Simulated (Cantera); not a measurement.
Input: 1 mol N2O, 0.14 mol H2O, held at 1600 °C and 1.33 mbar.

Equilibrium computed with Cantera from the NASA thermochemical tables; the gas is ideal and each condensed phase is pure. Candidate condensed phases: H2O; 24 gas species. Equilibrium is a limit: real reactors are often held back by kinetics, nucleation or transport.

Base state: N2 0.605, O2 0.298, H2O 0.0817, NO 0.00551, OH 0.00544, O 0.00354, H2 0.000425, H 0.000364 (mole fractions); condensed: gas only.

Task: What changes in the equilibrium state with this change: temperature from 1600 °C to 950 °C?

Result: 
```json
[
 {"species": "N2", "before": "0.605", "after": "0.610"},
 {"species": "O2", "before": "0.298", "after": "0.305"},
 {"species": "H2O", "before": "0.0817", "after": "0.0854"},
 {"species": "OH", "before": "0.00544", "after": "2.16e-5"},
 {"species": "NO", "before": "0.00551", "after": "0.000246"},
 {"species": "H", "before": "0.000364", "after": "2.42e-9"},
 {"species": "O", "before": "0.00354", "after": "6.11e-7"},
 {"species": "H2", "before": "0.000425", "after": "8.60e-8"}
]
```

Task: What changes in the equilibrium state with this change: temperature from 1600 °C to 2977 °C?

Result: 
```
species    before     after
-------  --------  --------
O         0.00354     0.458
N2          0.605     0.413
H        0.000364     0.115
O2          0.298   0.00448
H2O        0.0817   4.31e-6
N         2.72e-9   0.00109
OH        0.00544   0.00115
H2       0.000425  0.000172
NO        0.00551   0.00668
```

Task: What changes in the equilibrium state with this change: N2O replaced by SF6?

Result: 
```
species   before    after
-------  -------  -------
F              0    0.765
SF2            0    0.138
HF             0   0.0527
N2         0.605        0
O2         0.298  1.92e-6
H2O       0.0817    <1e-9
SF             0   0.0165
SO2            0  0.00774
SO             0  0.00664
NO       0.00551        0
```
The tables' values for SOF2, SF3, S2F2 (SSF2), FS2F (FSSF) are old estimates; treat these amounts as uncertain. Further candidate phases: H2SO4, S.
